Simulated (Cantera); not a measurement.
An adiabatic, constant-pressure homogeneous reactor starts with 12.3 % CH3OH, 18.4 % O2, 69.3 % N2, at 1475 K and 0.227 atm.

Computed with Cantera and GRI-Mech 3.0 (53 species, 325 reactions). GRI-Mech 3.0 was tuned for natural gas; its chemistry of methanol as a main component is partial and can be far from experiment.

x: mole fraction; the columns are a selection and need not sum to one.

```
t (s)     T (K)  x CH3OH    x O2      x H    x C2H6    x CO2      x H2
--------  -----  -------  ------  -------  --------  -------  --------
9.00e-6    1475    0.123   0.184  1.42e-7  4.39e-11  4.77e-7   4.66e-6
4.06e-5    1475    0.123   0.184  1.63e-7       ___  2.23e-6   2.48e-5
0.000183   1475    0.122   0.184  3.13e-7       ___  1.01e-5  0.000162
0.000828   1500    0.108   0.176  6.65e-6       ___  7.57e-5   0.00532
0.00374    2547   <1e-12  0.0291   0.0144    <1e-12   0.0592    0.0234
0.0169     2596   <1e-12  0.0257   0.0118    <1e-12   0.0613    0.0220
0.0761     2594   <1e-12  0.0249   0.0117    <1e-12   0.0612    0.0221
0.344      2594   <1e-12  0.0248   0.0117    <1e-12   0.0612    0.0221
1.55       2594   <1e-12  0.0248   0.0117    <1e-12   0.0612    0.0221
7.00       2594   <1e-12  0.0248   0.0117    <1e-12   0.0612    0.0221
```

### Question
Some entries are withheld; supply them.

### Answer

- 4.06e-5, x C2H6: 2.59e-9
- 0.000183, x C2H6: 3.91e-8
- 0.000828, x C2H6: 7.57e-8
